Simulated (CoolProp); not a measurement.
A single-stage vapour-compression cycle with the fluid: evaporating at 243.15 K (dew point), condensing at 287.15 K (bubble point), superheat 10 K, subcooling 8 K, compressor efficiency 0.85, no pressure losses. The same conditions are run with several fluids, on thermodynamics alone (safety and materials aside).

Computed with CoolProp (reference Helmholtz-energy equation of state of each fluid (R245fa: Akasaka 2015; R21: Platzer 1990; propylene: Lemmon 2013; chloromethane (R40): Thol 2014; sulfur dioxide: Gao 2016; cis-2-butene: Lemmon 2005)). The equations of Platzer and Polt are older, rougher fits.

| fluid | cooling COP | pressure ratio | discharge temperature (K) | refrigerating effect (kJ/kg) | volumetric capacity (kJ/m³) |
|---|---|---|---|---|---|
| R245fa | 4.24 | 8.80 | ___ | 183 | ___ |
| R21 | 4.20 | ___ | 347.0 | 229 | 190 |
| propylene | 4.09 | 4.10 | 319.1 | 347 | 1550 |
| chloromethane (R40) | 4.03 | 5.35 | 371.9 | 385 | ___ |
| sulfur dioxide | 3.96 | 7.02 | 398.9 | 364 | 426 |
| cis-2-butene | 4.25 | ___ | 320.3 | 382 | ___ |

Some entries are withheld; supply them.


- R245fa, discharge temperature (K): 307.5
- R245fa, volumetric capacity (kJ/m³): 129
- R21, pressure ratio: 7.29
- chloromethane (R40), volumetric capacity (kJ/m³): 733
- cis-2-butene, pressure ratio: 6.51
- cis-2-butene, volumetric capacity (kJ/m³): 234
